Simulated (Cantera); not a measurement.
A closed system holds: 1 mol Pb, a varied amount of CO, held at 13.5 Torr.

These are equilibrium values from Cantera (NASA tables, ideal gas, pure condensed phases), not measurements of a reactor. Candidate condensed phases: C, Pb, PbO, PbO₂, Pb₃O₄; 15 gas species. Rates play no part.

Stable condensed phases, one row left out:

```
T in K \ n(CO) in mol
         2.4 4.6 6.8   9  11  13  16  18  20  22  24
   1950    A   A   A   A   A   A   A   A   A   A   A
   1850    A   A   A   A   A   A   A   A   A   A   A
   1750    A   A   A   A   A   A   A   A   A   A   A
   1650    A   A   A   A   A   A   A   A   A   A   A
   1550    A   A   A   A   A   A   A   A   A   A   A
   1450    A   A   A   A   A   A   A   A   A   A   A
   1350    B   A   A   A   A   A   A   A   A   A   A
   1250    C   C   C   C   C   D   D   D   D   D   D
   1050    C   C   C   C   C   C   C   C   C   C   C
    950    C   C   C   C   C   C   C   C   C   C   C
    850    C   C   C   C   C   C   C   C   C   C   C
```

A: gas only; B: Pb; C: C + Pb; D: C.

Q: Give the row for 1150 K.

A: 2.4: C + Pb; 4.6: C + Pb; 6.8: C + Pb; 9: C + Pb; 11: C + Pb; 13: C + Pb; 16: C + Pb; 18: C + Pb; 20: C + Pb; 22: C + Pb; 24: C + Pb.
